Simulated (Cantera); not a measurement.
Equilibrium for silicon epitaxy and polysilicon growth: SiHCl3 + H2 + HCl

A closed system holds: 1 mol SiHCl3, 82 mol H2, 0.19 mol HCl, equilibrated at 1100 °C and 1000 Pa.

These are equilibrium values from Cantera (NASA tables, ideal gas, pure condensed phases), not measurements of a reactor. Candidate condensed phases: Si; 19 gas species. The tables' values for SiCl3 are old estimates; treat these amounts as uncertain. Equilibrium is a limit: real reactors are often held back by kinetics, nucleation or transport.

- x(H2): 0.965
- x(HCl): 0.0317
- x(SiCl2): 0.00299
- x(SiCl3): 5.88e-5
- x(H): 3.28e-5
- x(SiHCl3): 1.03e-5
- x(SiCl4): 5.34e-6
- x(SiH2Cl2): 2.94e-6
- n(Si(s)): 0.742 mol
- gas amount: 84.19 mol
